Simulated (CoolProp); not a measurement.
Neopentane along the isobar 89.6 bar: density (kg/m³) from the reference equation and from simpler models built on Tc = 160.6 °C, pc = 31.96 bar, ω = 0.196; each cubic takes its own stable root.

The numbers come from the reference Helmholtz-energy equation of state, Lemmon 2006 in CoolProp. It is a short technical equation, of lower accuracy than the large ones.

```csv
T (°C),phase,reference
151.55,liquid,448.6
161.25,supercritical,433.3
170.85,supercritical,417.4
180.45,supercritical,400.6
190.15,supercritical,382.8
199.75,supercritical,364.3
209.35,supercritical,345.1
219.05,supercritical,325.2
228.65,supercritical,305.4
238.35,supercritical,285.8
247.95,supercritical,267.3
257.55,supercritical,250.3
267.25,supercritical,234.7
276.85,supercritical,221.1
```

How far does each simpler model (van der Waals, Redlich-Kwong, Soave-Redlich-Kwong) lie from the reference over these 14 states: mean and median of the absolute difference, and the worst?


- van der Waals: mean 14.9 %, median 16.2 %, worst -27.3 % at 151.55 °C and 89.6 bar
- Redlich-Kwong: mean 5.0 %, median 5.9 %, worst -8.0 % at 161.25 °C and 89.6 bar
- Soave-Redlich-Kwong: mean 9.4 %, median 9.5 %, worst -10.6 % at 228.65 °C and 89.6 bar
